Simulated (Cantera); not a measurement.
Feed: 1 mol Al, 4.4 mol HCl, 38 mol N2, at 1.00 bar.

Equilibrium computed with Cantera from the NASA thermochemical tables; the gas is ideal and each condensed phase is pure. Candidate condensed phases: Al, AlCl3, AlN, NH4Cl; 20 gas species. The numbers say what is thermodynamically allowed, not how fast it happens.

Task: At 350 °C, list the 4 most abundant gas species with their mole fractions, and the condensed phases.

Result: N2 0.916, H2 0.0359, HCl 0.0338, Al2Cl6 0.00995. Condensed: gas only.
